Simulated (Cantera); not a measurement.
Feed: 1 mol BN, a varied amount of H₂O, 1.7 mol N₂, equilibrated at 1.00 bar.

Cantera equilibrium calculation (NASA polynomials, part measured and part estimated; ideal gas, pure solids and liquids). Candidate condensed phases: B, BN, B₂O₃, B₃O₃H₃, H₂O; 39 gas species. Mutual solubility and eutectic melting of coexisting phases are not modelled. Gases not in the tables: H₃BO₃. Rates play no part.

What condenses at these points (T in K, n(H₂O) in mol): (1698, 3.3); (1998, 0.17); (1998, 0.56); (1323, 1.7); (1923, 2.9); (1773, 0.95); (1698, 1.7)?


```
T (K)  n(H₂O) in mol  condensed phases  B condensed (%)
-----  -------------  ----------------  ---------------
1698             3.3              B₂O₃             64.1
1998            0.17                BN             88.2
1998            0.56         BN + B₂O₃             65.0
1323             1.7              B₂O₃             99.5
1923             2.9          gas only              0.0
1773            0.95         BN + B₂O₃             95.3
1698             1.7              B₂O₃             90.4
```
